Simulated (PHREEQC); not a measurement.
Dissolve 0.18 mol CdSO4, 0.0042 mol H3BO3 and 0.096 mol HCl per kg of water at 25 °C. Closed to the air; pH follows from the charge balance.

All values are PHREEQC results (ion-association model, phreeqc.dat), not measurements.

Each row changes one thing in this solution. This is a speciation only: nothing precipitates in the calculation.

```
case                                   pH  ionic strength (mol/kgw)  Cd+2 (mol/kgw)  HSO4- (mol/kgw)  CdSO4 (mol/kgw)  SO4-2 (mol/kgw)
-----------------------------------  ----  ------------------------  --------------  ---------------  ---------------  ---------------
as made                              1.45                     0.335          0.0575           0.0500           0.0462           0.0437
0.0024 mol/kgw HBr added             1.44                     0.335          0.0569           0.0512           0.0457           0.0436
temperature from 25 to 90 °C         1.86                     0.319          0.0662           0.0777           0.0435           0.0360
HCl left out                         5.73                     0.314          0.0785          2.79e-6           0.0692           0.0462
H3BO3 left out                       1.45                     0.335          0.0575           0.0500           0.0462           0.0437
H3BO3 from 0.0042 to 0.0021 mol/kgw  1.45                     0.335          0.0575           0.0500           0.0462           0.0437
```

Species that the database lacks are ignored. Constants without temperature data keep their 25 °C values here.
